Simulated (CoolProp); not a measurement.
Vapour-liquid equilibrium of R22 (1) + R152A (2) at 3.93 bar; x and y are mole fractions of (1).

Values from CoolProp's multi-fluid Helmholtz-energy mixture model, Kamei 1995 and Outcalt 1996; pair parameters Bell 2016.

```csv
x,bubble temperature (°C),y at the bubble point,dew temperature at overall composition x (°C),liquid density (mol/L)
0.05,10.7,0.075,11.0,14.16
0.125,9.3,0.182,10.1,14.24
0.2,8.0,0.283,9.1,14.31
0.275,6.6,0.379,8.1,14.39
0.35,5.2,0.469,7.0,14.46
0.425,3.8,0.554,5.9,14.54
0.5,2.4,0.632,4.7,14.62
0.575,0.9,0.705,3.4,14.69
0.65,-0.5,0.772,2.0,14.77
0.725,-2.0,0.832,0.5,14.84
0.8,-3.4,0.887,-1.2,14.92
0.875,-4.8,0.934,-3.1,14.99
0.95,-6.2,0.976,-5.3,15.05
```

No azeotrope shows between x = 0.05 and 0.95.

The pair parameters rest on a limited set of measurements; away from them the model extrapolates.
